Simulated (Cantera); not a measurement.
Input (Python, Cantera):

```python
import numpy as np
import cantera as ct

gas = ct.Solution("gri30.yaml")
gas.TPX = 1725, 1000000, {'CH4': 1, 'CO2': 2.4}
reactor = ct.IdealGasConstPressureReactor(gas, energy="off", clone=False)
net = ct.ReactorNet([reactor])
net.rtol, net.atol = 1e-08, 1e-18
show = ['CH4', 'CO2', 'HO2', 'OH', 'C2H4', 'CH3']
times = np.geomspace(5e-06, 7, 9)

steps = ct.SolutionArray(gas, extra=["t"])
rows = []
print(f"{'t/s':>10s}{'T/K':>9s}{'P/Pa':>11s}" + "".join(f"{s:>11s}" for s in show))
for t in times:
    while net.time < t:
        t_next = net.step()
        steps.append(gas.state, t=t_next)
    rows.append([np.interp(t, steps.t, y) for y in (steps.T, steps.P, *steps(*show).X.T)])
    print(f"{t:10.3e}{rows[-1][0]:9.1f}{rows[-1][1]:11.4g}" + "".join(f"{x:11.3e}" for x in rows[-1][2:]))
rate = np.gradient(steps.T, steps.t)
print("integrator steps:", len(steps.t))
if steps.T.max() > steps.T[0] + 200:
    print(f"time of steepest temperature rise: {steps.t[rate.argmax()]:.4e} s")
gas.TPX = 1725, 1000000, {'CH4': 1, 'CO2': 2.4}
gas.equilibrate("TP")
print(f"equilibrium (TP): T = {gas.T:.1f} K  " + "  ".join(f"{s} {gas[s].X[0]:.3e}" for s in show))
```

It prints:

```
       t/s      T/K       P/Pa        CH4        CO2        HO2         OH       C2H4        CH3
 5.000e-06   1725.0      1e+06  2.936e-01  7.057e-01  2.596e-14  1.805e-08  1.019e-05  3.357e-04
 2.932e-05   1725.0      1e+06  2.908e-01  7.053e-01  3.404e-14  3.223e-08  3.427e-04  5.838e-04
 1.720e-04   1725.0      1e+06  2.690e-01  6.969e-01  1.210e-13  1.455e-07  6.129e-03  8.285e-04
 1.009e-03   1725.0      1e+06  1.861e-01  6.209e-01  4.901e-13  5.498e-07  7.905e-03  4.875e-04
 5.916e-03   1725.0      1e+06  6.008e-02  3.818e-01  7.942e-13  1.987e-06  3.771e-03  2.072e-04
 3.470e-02   1725.0      1e+06  1.888e-02  2.166e-01  4.092e-13  2.178e-06  2.556e-03  6.949e-05
 2.035e-01   1725.0      1e+06  1.070e-02  1.308e-01  1.202e-13  1.289e-06  6.928e-04  2.984e-05
 1.194e+00   1725.0      1e+06  4.872e-04  1.062e-01  7.921e-14  1.072e-06  1.234e-06  1.248e-06
 7.000e+00   1725.0      1e+06  1.350e-06  1.056e-01  7.918e-14  1.074e-06  1.500e-11  3.474e-09
integrator steps: 2478
equilibrium (TP): T = 1725.0 K  CH4 1.429e-06  CO2 1.056e-01  HO2 7.918e-14  OH 1.074e-06  C2H4 1.629e-11  CH3 3.676e-09
```

Model: GRI-Mech 3.0 (53 species, 325 reactions), integrated in Cantera.
